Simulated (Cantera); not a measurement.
Cantera run:

```python
import numpy as np
import cantera as ct

gas_names = [...]  # 95 gases of nasa_gas.yaml made of C, F, H
cond_names = """
    C(gr) C6H6(L) C7H8(L) C8H18(L),n-octa
""".split()


# ... load() reads the species with a 1 bar reference pressure and builds the phases ...
atoms = {
    'CH3F': {'C': 1, 'H': 3, 'F': 1},
    'H2': {'H': 2},
}
top_T = {'C(gr)': 4500}  # K; cautious upper limits of use, not melting points


# ... equilibrate(T, P, feed) seeds the gas with the atoms and calls Mixture.equilibrate('TP', solver="vcs", rtol=1e-11, max_steps=5000) ...
results = []
feed = {'CH3F': 1, 'H2': 4.6}  # mol
T = 923.15  # K
P = 370  # Pa
mix = equilibrate(T, P, feed)
results.append((T, P, feed, dict(zip(mix.species_names, mix.species_moles))))
x = sorted(zip(gas.X, gas.species_names), reverse=True)
print(f"T = {T:g} K  P = {P:g} Pa  gas = {mix.phase_moles(0):.4g} mol")
print("   x: " + "  ".join(f"{s} {v:.3e}" for v, s in x if v > 1e-05))
print("   condensed (mol): " + ("  ".join(f"{mix.phase(i).name} {mix.phase_moles(i):.4g}"
      for i in range(1, mix.n_phases) if mix.phase_moles(i) > 1e-12) or "none"))
```

Result:

```
T = 923.15 K  P = 370 Pa  gas = 6.596 mol
   x: H2 8.478e-01  HF 1.516e-01  CH4 6.174e-04
   condensed (mol): C(gr) 0.9959
```

Cantera equilibrium calculation (NASA polynomials, part measured and part estimated; ideal gas, pure solids and liquids).
